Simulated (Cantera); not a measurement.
Source: NASA polynomial tables (part measured, part estimated), evaluated in Cantera. Values are per mole of reaction as written; species without (g) are pure solids or liquids, kept so even where they would boil at 1 bar.

**Question.** Between 300 and 1725 K, where is each reaction favourable under standard conditions?
- 1.333 B + O₂(g) = 0.6667 B₂O₃(g)
- 0.6667 Cr + O₂(g) = 0.6667 CrO₃(g)
- V + O₂(g) = VO₂(g)

**Answer.** 
- 1.333 B + O₂(g) = 0.6667 B₂O₃(g): ΔG° is -550 kJ at 300 K and -512 kJ at 1725 K; it stays negative (K > 1). ΔH° is -563 kJ and ΔS° -30 J/K at 1725 K.
- 0.6667 Cr + O₂(g) = 0.6667 CrO₃(g): ΔG° is -182 kJ at 300 K and -114 kJ at 1725 K; it stays negative (K > 1). ΔH° is -203 kJ and ΔS° -52 J/K at 1725 K.
- V + O₂(g) = VO₂(g): ΔG° is -242 kJ at 300 K and -272 kJ at 1725 K; it stays negative (K > 1). ΔH° is -248 kJ and ΔS° 14 J/K at 1725 K.
